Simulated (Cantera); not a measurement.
Input: 1 mol Zr, 3.1 mol NH₃, 1.1 mol N₂, 0.4 mol H₂O, equilibrated at 0.0120 Torr.

Method: chemical equilibrium by Gibbs-energy minimisation in Cantera with the NASA 1993 tables (ideal gas, pure condensed phases). Candidate condensed phases: H₂O, Zr, ZrN, ZrO₂; 28 gas species. Kinetics and transport are ignored. All values below are at 2650 K.

Base state: H 0.730, N₂ 0.193, Zr 0.0439, ZrO 0.0291, H₂ 0.00388, N 0.000119, O 4.46e-5 (mole fractions); condensed: gas only.

Q: What changes in the equilibrium state with this change: pressure from 0.0120 Torr to 75.0 Torr?

A: 
| species | before | after |
|---|---|---|
| H₂ | 0.00388 | 0.594 |
| N₂ | 0.193 | 0.290 |
| H | 0.730 | 0.114 |
| Zr | 0.0439 | 3.31e-6 |
| ZrO | 0.0291 | 0.000572 |
| H₂O | 8.05e-9 | 0.000321 |
| N | 0.000119 | 1.85e-6 |
| ZrN(s), mol | 0 | 0.799 |
| ZrO₂(s), mol | 0 | 0.196 |
Mutual solubility and eutectic melting of coexisting phases are not modelled. ZrN: taken at fixed stoichiometry. Condensed phases not in the tables: solid solutions among these carbides, nitrides and lower oxides.
